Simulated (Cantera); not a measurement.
A closed system holds: 1 mol Si3N4, 0.0047 mol Si, 0.034 mol H2, at 380000 Pa.

Method: chemical equilibrium by Gibbs-energy minimisation in Cantera with the NASA 1993 tables (ideal gas, pure condensed phases). Candidate condensed phases: Si, Si3N4; 31 gas species. Ions and electrons are included (thermal ionisation). The tables' values for SiN are old estimates; treat these amounts as uncertain. Gases not in the tables: Si2H6 and higher silanes. Rates play no part. All values below are at 3000 K.

Base state: N2 0.945, Si 0.0280, H2 0.0113, H 0.00862, SiN 0.00286, Si2N 0.00189, Si2 0.00136, SiH 0.000810 (mole fractions); condensed: Si(l).

Problem. What changes in the equilibrium state with this change: H2 from 0.034 to 3.7 mol?

Solution. 
```csv
species,before,after
H2,0.0113,0.571
N2,0.945,0.327
H,0.00862,0.0612
Si,0.0280,0.0280
SiH2,5.15e-5,0.00259
SiH,0.000810,0.00575
SiN,0.00286,0.00168
"Si(l), mol",2.92,2.74
```

Problem. What changes in the equilibrium state with this change: H2 from 0.034 to 0.23 mol?

Solution. 
```csv
species,before,after
N2,0.945,0.854
H2,0.0113,0.0852
Si,0.0280,0.0280
H,0.00862,0.0236
SiH2,5.15e-5,0.000387
SiH,0.000810,0.00222
SiN,0.00286,0.00272
"Si(l), mol",2.92,2.91
```
